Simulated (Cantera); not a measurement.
A closed system holds: 1 mol Ti, a varied amount of C3H8, 16 mol H2, at 1925 K and 1.00 Torr.

These are equilibrium values from Cantera (NASA tables, ideal gas, pure condensed phases), not measurements of a reactor. Candidate condensed phases: C, C6H6, C7H8, C8H18, Ti, TiC; 77 gas species. Mutual solubility and eutectic melting of coexisting phases are not modelled. TiC: taken at fixed stoichiometry. Condensed phases not in the tables: N, O or C dissolved in the metal. Kinetics and transport are ignored.

log p: log10 of the partial pressure in bar; n: condensed amount in mol.

| n(C3H8) (mol) | log p H2 | log p H | log p Ti | log p C2H2 (acetylene) | log p CH4 | log p CH3 | n Ti(β) | n TiC(s) | n C(graphite) |
|---|---|---|---|---|---|---|---|---|---|
| 0.11 | -2.89 | -4.46 | -5.45 | -14.87 | -13.38 | -13.65 | 0.626 | 0.330 | (withheld) |
| 0.43 | -2.89 | -4.46 | -9.77 | -6.23 | -9.06 | -9.33 | 0 | 1.000 | (withheld) |
| 0.75 | -2.89 | -4.46 | -9.77 | -6.23 | -9.06 | -9.33 | 0 | 1.000 | (withheld) |
| 1.1 | -2.89 | -4.46 | -9.77 | -6.23 | -9.06 | -9.33 | 0 | 1.000 | (withheld) |
| 1.4 | -2.89 | -4.46 | -9.77 | -6.23 | -9.06 | -9.33 | 0 | 1.000 | (withheld) |
| 1.7 | -2.89 | -4.46 | -9.77 | -6.23 | -9.06 | -9.33 | 0 | 1.000 | (withheld) |
| 2 | -2.89 | -4.46 | -9.77 | -6.23 | -9.06 | -9.33 | 0 | 1.000 | (withheld) |
| 2.4 | -2.89 | -4.46 | -9.77 | -6.23 | -9.06 | -9.33 | 0 | 1.000 | (withheld) |

**Question.** Fill in the missing entries.

**Answer.** 
- 0.11, n C(graphite): 0
- 0.43, n C(graphite): 0.274
- 0.75, n C(graphite): 1.23
- 1.1, n C(graphite): 2.28
- 1.4, n C(graphite): 3.18
- 1.7, n C(graphite): 4.08
- 2, n C(graphite): 4.98
- 2.4, n C(graphite): 6.18
